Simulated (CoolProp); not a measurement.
Vapour-liquid equilibrium of R13 (1) + isobutane (2) at 0.0259 MPa; x and y are mole fractions of (1).

Values from CoolProp's multi-fluid Helmholtz-energy mixture model, Platzer 1990 and Bücker 2006; pair parameters Bell 2016. This equation is an older, rougher fit; its heat capacities, sound speeds and derivatives of the liquid may be far off and weren't checked against measurements.

```json
[
 {"x": "0.05", "bubble temperature (K)": "205.5", "y at the bubble point": "0.790", "dew temperature at overall composition x (K)": "230.2", "liquid density (mol/L)": "11.34"},
 {"x": "0.125", "bubble temperature (K)": "190.7", "y at the bubble point": "0.935", "dew temperature at overall composition x (K)": "228.6", "liquid density (mol/L)": "11.80"},
 {"x": "0.2", "bubble temperature (K)": "184.1", "y at the bubble point": "0.965", "dew temperature at overall composition x (K)": "227.0", "liquid density (mol/L)": "12.13"},
 {"x": "0.275", "bubble temperature (K)": "180.4", "y at the bubble point": "0.976", "dew temperature at overall composition x (K)": "225.2", "liquid density (mol/L)": "12.43"},
 {"x": "0.35", "bubble temperature (K)": "178.1", "y at the bubble point": "0.982", "dew temperature at overall composition x (K)": "223.3", "liquid density (mol/L)": "12.70"},
 {"x": "0.425", "bubble temperature (K)": "176.5", "y at the bubble point": "0.986", "dew temperature at overall composition x (K)": "221.2", "liquid density (mol/L)": "12.97"},
 {"x": "0.5", "bubble temperature (K)": "175.4", "y at the bubble point": "0.988", "dew temperature at overall composition x (K)": "218.8", "liquid density (mol/L)": "13.24"},
 {"x": "0.575", "bubble temperature (K)": "174.4", "y at the bubble point": "0.990", "dew temperature at overall composition x (K)": "216.2", "liquid density (mol/L)": "13.52"},
 {"x": "0.65", "bubble temperature (K)": "173.6", "y at the bubble point": "0.991", "dew temperature at overall composition x (K)": "213.1", "liquid density (mol/L)": "13.81"},
 {"x": "0.725", "bubble temperature (K)": "172.8", "y at the bubble point": "0.993", "dew temperature at overall composition x (K)": "209.4", "liquid density (mol/L)": "14.11"},
 {"x": "0.8", "bubble temperature (K)": "172.0", "y at the bubble point": "0.994", "dew temperature at overall composition x (K)": "204.9", "liquid density (mol/L)": "14.42"},
 {"x": "0.875", "bubble temperature (K)": "171.2", "y at the bubble point": "0.996", "dew temperature at overall composition x (K)": "198.6", "liquid density (mol/L)": "14.75"},
 {"x": "0.95", "bubble temperature (K)": "170.2", "y at the bubble point": "0.998", "dew temperature at overall composition x (K)": "187.8", "liquid density (mol/L)": "15.09"}
]
```

No azeotrope shows between x = 0.05 and 0.95.

Pair parameters are fitted to limited data, so mixtures are less certain than the pure fluids. With so large a gap from Raoult's law the liquid may split in two, which this calculation doesn't test in full.
